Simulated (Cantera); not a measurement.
Gas mixture: CO2 = 0.65 (molar parts), at 0.770 bar, frozen composition.

Cantera's kinetic-theory transport with the Lennard-Jones parameters of GRI-Mech 3.0, ideal gas; thermal conductivity in the multicomponent form.

One state of this run: ρ (kg/m³) = 0.314; cp (J/kg/K) = 1298; μ (µPa s) = 49.3; λ (mW/m/K) = 87.6; Pr = 0.730; D (cm²/s) H2 = 10.5; D (cm²/s) N2 = 2.66; D (cm²/s) O = 4.20. D: mixture-averaged diffusion coefficient of that species in the mixture.

Problem. Which value of T (K) does it belong to?
(A) 1300
(B) 850
(C) 550
(D) 700

Solution. A, 1300
